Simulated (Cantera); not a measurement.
A closed system holds: 1 mol CH3SiH3, 0.52 mol HCl, 3.9 mol H2, 0.23 mol C3H8, at 1452 °C and 10.0 mbar.

These are equilibrium values from Cantera (NASA tables, ideal gas, pure condensed phases), not measurements of a reactor. Candidate condensed phases: C, C6H6, C7H8, C8H18, Si, SiC; 109 gas species. The feed counts by its element totals alone. The numbers say what is thermodynamically allowed, not how fast it happens.

Base state: H2 0.936, HCl 0.0617, H 0.00180, SiCl2 0.000236, Cl 9.17e-5, C2H2 (acetylene) 8.62e-5 (mole fractions); condensed: C(graphite) + SiC(s).

Task: What changes in the equilibrium state with this change: temperature from 1452 °C to 2125 °C?

Result: 
```
species            before     after
----------------  -------  --------
H2                  0.936     0.751
H                 0.00180     0.137
HCl                0.0617    0.0457
Si                1.71e-6    0.0400
SiC2              1.58e-8   0.00764
Si2C              1.20e-8   0.00435
Si2                 <1e-9  0.000170
C(graphite), mol    0.690     0.974
SiC(s), mol         0.998     0.428
```
The tables' values for SiCl are old estimates; treat these amounts as uncertain. Gases not in the tables: Si2H6 and higher silanes.
